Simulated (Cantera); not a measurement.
# Thermodynamics of iron carbonyl, mercury and lead vapours, feed Fe(CO)₅ + H₂

Charge: 1 mol Fe(CO)₅, 94 mol H₂, at 92.0 Pa.

Method: chemical equilibrium by Gibbs-energy minimisation in Cantera with the NASA 1993 tables (ideal gas, pure condensed phases). Candidate condensed phases: C, C₆H₆, C₇H₈, C₈H₁₈, Fe, Fe(CO)₅, FeO, Fe(OH)₂, Fe(OH)₃, Fe₂O₃, Fe₃O₄, H₂O; 114 gas species. Condensed phases not in the tables: cementite and carbon dissolved in iron. Kinetics and transport are ignored.

At 700 K the condensed part is C(graphite) + Fe(α). From 850 K to 1150 K the condensed part is Fe(α). From 1300 K to 1600 K the condensed part is Fe(γ).

```csv
T (K),log p H₂,log p CO,log p H₂O,log p CH₄,log p CO₂,n C(graphite),n Fe(α),n Fe(γ)
700,-3.06,-4.53,-4.96,-5.19,-5.45,0.849,1.00,0
850,-3.06,-4.34,-6.47,-6.40,-7.26,0,1.00,0
1000,-3.06,-4.33,-7.48,-7.45,-8.60,0,1.00,0
1150,-3.06,-4.33,-8.24,-8.23,-9.59,0,1.000,0
1300,-3.06,-4.33,-8.82,-8.83,-10.34,0,0,1.000
1450,-3.06,-4.33,-9.21,-9.39,-10.86,0,0,0.995
1600,-3.06,-4.33,-9.37,-9.99,-11.12,0,0,0.882
```
log p: log10 of the partial pressure in bar; n: condensed amount in mol.
